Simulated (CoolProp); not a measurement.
Fluorine along the isotherm -107.15 °C: Z from the reference equation and from simpler models built on Tc = -128.7 °C, pc = 52.40 bar, ω = 0.045; each cubic takes its own stable root.

The numbers come from the reference Helmholtz-energy equation of state, de Reuck 1990 in CoolProp.

| p (bar) | phase | reference | van der Waals | Peng-Robinson |
|---|---|---|---|---|
| 20 | gas | 0.9137 | 0.9143 | 0.8993 |
| 40 | gas | 0.8164 | 0.8141 | 0.7923 |
| 60 | supercritical | 0.7078 | 0.6905 | 0.6787 |
| 80 | supercritical | 0.5881 | 0.5423 | 0.5669 |
| 100 | supercritical | 0.4955 | 0.4911 | 0.4922 |
| 120 | supercritical | 0.4720 | 0.5159 | 0.4732 |
| 140 | supercritical | 0.4872 | 0.5578 | 0.4833 |
| 160 | supercritical | 0.5160 | 0.6050 | 0.5051 |
| 180 | supercritical | 0.5502 | 0.6543 | 0.5321 |
| 200 | supercritical | 0.5869 | 0.7045 | 0.5617 |
